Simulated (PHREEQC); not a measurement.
Make-up at 10 °C: 2.2 mmol/kgw Pb(NO3)2, 0.38 mmol/kgw HNO3 and 13 mmol/kgw Zn(NO3)2. Closed to the air; pH follows from the charge balance.

Computed with PHREEQC (ion-association model, phreeqc.dat).

Question: The ionic strength comes out as 0.0452 mol/kgw. What activity coefficients do NO3-, PbNO3+, Zn+2, Pb+2, H+ get?

Answer: NO3- 0.82, PbNO3+ 0.83, Zn+2 0.49, Pb+2 0.48, H+ 0.86.

Precipitation was switched off in this run. At this temperature some constants are extrapolated from 25 °C, and those without enthalpy data are left unchanged.
